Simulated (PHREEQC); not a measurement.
0.66 g of hydrous ferric oxide (600 m²/g; 0.2 weak and 0.005 strong sites per Fe, Dzombak-Morel constants, diffuse double layer) in 1 kg of water with 0.05 mol/kgw of an inert sodium salt and 0.0054 mmol/kgw MnCl2, at 25 °C; the pH is set by adding NaOH or the inert anion's acid. The system is closed to oxygen. CO2 from the air is kept out. Nothing may precipitate in this run.

All values are PHREEQC results (ion-association model, wateq4f.dat), not measurements.

Question: Predict surface charge σ (C/m²), surface potential ψ (mV) at pH = 3, 4, 5.5, 6, 6.5.

Answer: 
```
pH   surface charge σ (C/m²)  surface potential ψ (mV)
---  -----------------------  ------------------------
3                      0.357                       169
4                      0.294                       160
5.5                    0.130                       118
6                      0.089                        99
6.5                    0.058                        79
```

Species that the database lacks are ignored. The oxide is taken as insoluble; below pH 4 it would dissolve.
